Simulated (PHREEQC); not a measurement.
Dissolve 0.0039 mol NaBr and 0.13 mol KBr per kg of water at 25 °C. Closed to the air; pH follows from the charge balance.

All values are PHREEQC results (ion-association model, phreeqc.dat), not measurements.

No solid was allowed to form.

Task: Estimate the specific conductance, density.

Result: specific conductance 16200 µS/cm; density 1.008 g/cm³.

Complexes and solids missing from the database can't appear.
